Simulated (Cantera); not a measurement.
An adiabatic, constant-volume homogeneous reactor starts with CH₄ : C₂H₆ : O₂ : N₂ = 1 : 0.23 : 4.84 : 18.2 (molar parts), at 1075 K and 500000 Pa. Integrator tolerance rtol = 1e-08.

Model: GRI-Mech 3.0 (53 species, 325 reactions), integrated in Cantera.

**Question.** What does this change do: pressure from 500000 Pa to 1300000 Pa?

**Answer.** 
| quantity | before | after |
|---|---|---|
| time of steepest temperature rise | 10.4 ms | 5.86 ms |
| temperature at 0.900 s | 2501 K | 2517 K |
| equilibrium temperature | 2501 K | 2517 K |
| x(CH₄) at 0.900 s | <1e-12 (gas-phase equilibrium <1e-12) | <1e-12 (gas-phase equilibrium <1e-12) |
| x(C₂H₆) at 0.900 s | <1e-12 (gas-phase equilibrium <1e-12) | <1e-12 (gas-phase equilibrium <1e-12) |
| x(O₂) at 0.900 s | 0.0758 (gas-phase equilibrium 0.0758) | 0.0756 (gas-phase equilibrium 0.0756) |
| x(H) at 0.900 s | 0.000193 (gas-phase equilibrium 0.000193) | 0.000105 (gas-phase equilibrium 0.000105) |
| x(OH) at 0.900 s | 0.00627 (gas-phase equilibrium 0.00627) | 0.00520 (gas-phase equilibrium 0.00520) |
The pressure lies above the range GRI-Mech 3.0 was tuned for (to about 10 atm).

**Question.** What does this change do: constant pressure in place of constant volume?

**Answer.** 
| quantity | before | after |
|---|---|---|
| time of steepest temperature rise | 10.4 ms | 10.9 ms |
| temperature at 0.900 s | 2501 K | 2245 K |
| equilibrium temperature | 2501 K | 2245 K |
| x(CH₄) at 0.900 s | <1e-12 (gas-phase equilibrium <1e-12) | <1e-12 (gas-phase equilibrium <1e-12) |
| x(C₂H₆) at 0.900 s | <1e-12 (gas-phase equilibrium <1e-12) | <1e-12 (gas-phase equilibrium <1e-12) |
| x(O₂) at 0.900 s | 0.0758 (gas-phase equilibrium 0.0758) | 0.0786 (gas-phase equilibrium 0.0786) |
| x(H) at 0.900 s | 0.000193 (gas-phase equilibrium 0.000193) | 5.28e-5 (gas-phase equilibrium 5.28e-5) |
| x(OH) at 0.900 s | 0.00627 (gas-phase equilibrium 0.00627) | 0.00325 (gas-phase equilibrium 0.00325) |
